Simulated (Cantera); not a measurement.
**Thermodynamics of abatement and gas-phase synthesis, feed H2S + SO2 + O2**

A closed system holds: 1 mol H2S, 0.38 mol SO2, 0.04 mol O2, at 0.0133 bar.

Cantera equilibrium calculation (NASA polynomials, part measured and part estimated; ideal gas, pure solids and liquids). Candidate condensed phases: H2O, H2SO4, S; 19 gas species. Gases not in the tables: S3 to S7. Kinetics and transport are ignored.

```json
[
 {"T (K)": "1250", "x H2O": "0.438", "x S2": "0.356", "x H2": "0.0815", "x H2S": "0.0871", "x SO2": "0.0349", "x SO": "0.000521", "x SH": "0.000838"},
 {"T (K)": "1325", "x H2O": "0.422", "x S2": "0.356", "x H2": "0.107", "x H2S": "0.0701", "x SO2": "0.0397", "x SO": "0.00108", "x SH": "0.00144"},
 {"T (K)": "1400", "x H2O": "0.404", "x S2": "0.355", "x H2": "0.133", "x H2S": "0.0560", "x SO2": "0.0458", "x SO": "0.00209", "x SH": "0.00230"},
 {"T (K)": "1475", "x H2O": "0.383", "x S2": "0.352", "x H2": "0.159", "x H2S": "0.0447", "x SO2": "0.0528", "x SO": "0.00380", "x SH": "0.00346"},
 {"T (K)": "1550", "x H2O": "0.360", "x S2": "0.346", "x H2": "0.184", "x H2S": "0.0359", "x SO2": "0.0602", "x SO": "0.00652", "x SH": "0.00495"},
 {"T (K)": "1625", "x H2O": "0.337", "x S2": "0.339", "x H2": "0.207", "x H2S": "0.0289", "x SO2": "0.0675", "x SO": "0.0106", "x SH": "0.00679"},
 {"T (K)": "1700", "x H2O": "0.313", "x S2": "0.330", "x H2": "0.230", "x H2S": "0.0235", "x SO2": "0.0741", "x SO": "0.0164", "x SH": "0.00898"},
 {"T (K)": "1775", "x H2O": "0.289", "x S2": "0.319", "x H2": "0.250", "x H2S": "0.0192", "x SO2": "0.0797", "x SO": "0.0242", "x SH": "0.0115"}
]
```
x: gas mole fraction; nothing condenses.

From 1250 K to 1775 K nothing is condensed.
